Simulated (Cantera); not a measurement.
Equilibrium for hydrogen reduction and annealing atmospheres: TiO2 + H2 + H2O

Input: 1 mol TiO2, a varied amount of H2, 0.053 mol H2O, held at 1475 K and 1.50 mbar.

Method: chemical equilibrium by Gibbs-energy minimisation in Cantera with the NASA 1993 tables (ideal gas, pure condensed phases). Candidate condensed phases: H2O, Ti, TiO, TiO2, Ti2O3, Ti3O5, Ti4O7; 12 gas species. Mutual solubility and eutectic melting of coexisting phases are not modelled. Condensed phases not in the tables: Magnéli phases beyond Ti4O7. Rates play no part.

```tsv
n(H2) (mol)	x H2	x H2O	x H	x OH	n TiO2(rutile)	n Ti4O7(s)
11	0.987	0.0131	0.000333	1.16e-7	0.632	0.0921
13	0.987	0.0131	0.000333	1.16e-7	0.527	0.118
15	0.987	0.0131	0.000333	1.16e-7	0.422	0.145
17	0.987	0.0131	0.000333	1.16e-7	0.317	0.171
20	0.987	0.0131	0.000333	1.16e-7	0.159	0.210
23	0.987	0.0131	0.000333	1.16e-7	0.00162	0.250
27	0.988	0.0112	0.000333	9.88e-8	0	0.250
32	0.990	0.00945	0.000333	8.33e-8	0	0.250
37	0.991	0.00818	0.000333	7.21e-8	0	0.250
43	0.993	0.00704	0.000334	6.20e-8	0	0.250
50	0.994	0.00605	0.000334	5.33e-8	0	0.250
58	0.994	0.00522	0.000334	4.59e-8	0	0.250
67	0.995	0.00452	0.000334	3.97e-8	0	0.250
```
x: gas mole fraction; n: condensed amount in mol.

From 11 mol H2 to 23 mol H2 the condensed part is TiO2(rutile) + Ti4O7(s). From 27 mol H2 to 67 mol H2 the condensed part is Ti4O7(s).
